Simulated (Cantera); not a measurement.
Charge: 1 mol Pb, 0.11 mol O2, a varied amount of H2, held at 1127 °C and 67.0 mbar.

Equilibrium computed with Cantera from the NASA thermochemical tables; the gas is ideal and each condensed phase is pure. Candidate condensed phases: H2O, Pb, PbO, PbO2, Pb3O4; 12 gas species. Equilibrium is a limit: real reactors are often held back by kinetics, nucleation or transport.

log p: log10 of the partial pressure in bar; n: condensed amount in mol.

```
n(H2) (mol)  log p H2  log p Pb  log p H2O  log p Pb2  log p H  log p PbO  n Pb(l)
-----------  --------  --------  ---------  ---------  -------  ---------  -------
1.6             -1.30     -2.06      -2.10      -5.73    -5.96      -6.58      ___
2.2             -1.28     -2.06      -2.23      -5.73    -5.95      -6.74      ___
2.9             -1.27     -2.06      -2.35      -5.73    -5.95      -6.87      ___
3.5             -1.26     -2.06      -2.44      -5.73    -5.94      -6.96      ___
4.2             -1.26     -2.06      -2.52      -5.73    -5.94      -7.04      ___
4.9             -1.25     -2.06      -2.58      -5.73    -5.94      -7.11      ___
5.5             -1.25     -2.06      -2.63      -5.73    -5.94      -7.16      ___
6.2             -1.25     -2.06      -2.68      -5.73    -5.94      -7.22      ___
6.8             -1.25     -2.07      -2.72      -5.75    -5.94      -7.27        0
7.5             -1.24     -2.10      -2.76      -5.82    -5.93      -7.35        0
8.1             -1.24     -2.13      -2.79      -5.88    -5.93      -7.41        0
8.8             -1.23     -2.17      -2.82      -5.95    -5.93      -7.48        0
```

What belongs in the gaps?


- 1.6, n Pb(l): 0.761
- 2.2, n Pb(l): 0.671
- 2.9, n Pb(l): 0.566
- 3.5, n Pb(l): 0.476
- 4.2, n Pb(l): 0.372
- 4.9, n Pb(l): 0.267
- 5.5, n Pb(l): 0.177
- 6.2, n Pb(l): 0.0726
